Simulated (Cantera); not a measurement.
# Aluminium nitride and oxide growth: Al(CH3)3 + NH3 + H2

Charge: 1 mol Al(CH3)3, 27 mol NH3, 1.1 mol H2, held at 1.33 mbar.

Cantera equilibrium calculation (NASA polynomials, part measured and part estimated; ideal gas, pure solids and liquids). Candidate condensed phases: Al, AlN, C, C6H6, C7H8, C8H18; 97 gas species. The feed counts by its element totals alone. Kinetics and transport are ignored.

| T (°C) | x H2 | x N2 | x H | x Al | x HCN | x C2H2 (acetylene) | x HNC | x AlH | n AlN(s) | n C(graphite) |
|---|---|---|---|---|---|---|---|---|---|---|
| 877 | 0.780 | 0.220 | 1.80e-6 | <1e-12 | 1.73e-5 | 3.02e-8 | 6.63e-8 | <1e-12 | 1.00 | 3.00 |
| 952 | 0.780 | 0.220 | 7.54e-6 | 2.75e-11 | 4.05e-5 | 1.27e-7 | 2.29e-7 | 3.97e-12 | 1.00 | 3.00 |
| 1027 | 0.780 | 0.220 | 2.68e-5 | 1.03e-9 | 8.57e-5 | 4.49e-7 | 6.84e-7 | 9.86e-11 | 1.00 | 2.99 |
| 1102 | 0.780 | 0.220 | 8.29e-5 | 2.59e-8 | 0.000167 | 1.39e-6 | 1.81e-6 | 1.72e-9 | 1.000 | 2.99 |
| 1177 | 0.780 | 0.220 | 0.000229 | 4.65e-7 | 0.000304 | 3.80e-6 | 4.34e-6 | 2.21e-8 | 1.000 | 2.98 |
| 1252 | 0.779 | 0.220 | 0.000572 | 6.26e-6 | 0.000520 | 9.42e-6 | 9.51e-6 | 2.21e-7 | 1.000 | 2.97 |
| 1327 | 0.778 | 0.219 | 0.00131 | 6.58e-5 | 0.000846 | 2.14e-5 | 1.94e-5 | 1.77e-6 | 0.996 | 2.95 |
| 1402 | 0.776 | 0.219 | 0.00280 | 0.000559 | 0.00131 | 4.51e-5 | 3.69e-5 | 1.18e-5 | 0.966 | 2.91 |
| 1477 | 0.769 | 0.219 | 0.00559 | 0.00394 | 0.00196 | 8.84e-5 | 6.63e-5 | 6.60e-5 | 0.761 | 2.87 |
| 1552 | 0.750 | 0.220 | 0.0104 | 0.0162 | 0.00281 | 0.000161 | 0.000113 | 0.000218 | 0 | 2.80 |
| 1627 | 0.742 | 0.219 | 0.0187 | 0.0162 | 0.00392 | 0.000283 | 0.000184 | 0.000179 | 0 | 2.71 |
| 1702 | 0.729 | 0.216 | 0.0320 | 0.0161 | 0.00530 | 0.000474 | 0.000288 | 0.000148 | 0 | 2.60 |
| 1777 | 0.710 | 0.213 | 0.0524 | 0.0159 | 0.00695 | 0.000754 | 0.000432 | 0.000123 | 0 | 2.45 |
| 1852 | 0.682 | 0.209 | 0.0822 | 0.0157 | 0.00884 | 0.00114 | 0.000622 | 0.000102 | 0 | 2.25 |
x: gas mole fraction; n: condensed amount in mol.

From 877 °C to 1477 °C the condensed part is AlN(s) + C(graphite). From 1552 °C to 1852 °C the condensed part is C(graphite).
